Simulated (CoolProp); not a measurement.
Carbonyl sulfide along the isobar 5640 kPa: density (kg/m³) from the reference equation and from simpler models built on Tc = 105.6 °C, pc = 6369 kPa, ω = 0.098; each cubic takes its own stable root.

The numbers come from the reference Helmholtz-energy equation of state, Lemmon 2006 in CoolProp. It is a short technical equation, of lower accuracy than the large ones.

```tsv
T (°C)	phase	reference	ideal gas	van der Waals	Redlich-Kwong	Soave-Redlich-Kwong	Peng-Robinson
101.45	gas	212.4	108.8	187.1	204.2	205.2	216.8
110.25	gas	178.7	106.3	168.0	176.4	175.9	184.3
119.05	gas	160.8	103.9	155.2	160.1	159.1	166.0
127.75	gas	148.5	101.6	145.5	148.5	147.2	153.2
136.55	gas	139.0	99.47	137.5	139.3	138.0	143.2
145.35	gas	131.2	97.37	130.8	131.8	130.4	135.1
154.15	gas	124.8	95.37	125.0	125.5	124.0	128.3
162.95	gas	119.2	93.44	120.0	120.0	118.5	122.4
171.75	gas	114.4	91.60	115.4	115.2	113.7	117.3
180.55	gas	110.1	89.82	111.4	110.9	109.4	112.7
189.35	gas	106.2	88.11	107.7	107.0	105.5	108.6
198.15	gas	102.7	86.47	104.3	103.5	102.0	104.9
206.95	gas	99.51	84.88	101.2	100.3	98.85	101.6
215.75	gas	96.57	83.35	98.28	97.35	95.92	98.46
```
